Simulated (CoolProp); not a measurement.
Computed with CoolProp (reference Helmholtz-energy equation of state, Thol 2017).

Give the vapour pressure (MPa), liquid density (kg/m³), vapour density (kg/m³), enthalpy of vaporisation (kJ/kg) of saturated octamethyltrisiloxane (MDM) at 210.05, 247.75 °C.


| T (°C) | p (MPa) | liquid density (kg/m³) | vapour density (kg/m³) | enthalpy of vaporisation (kJ/kg) |
|---|---|---|---|---|
| 210.05 | 0.369 | 594 | 26.8 | 123 |
| 247.75 | 0.721 | 522 | 57.7 | 95.4 |
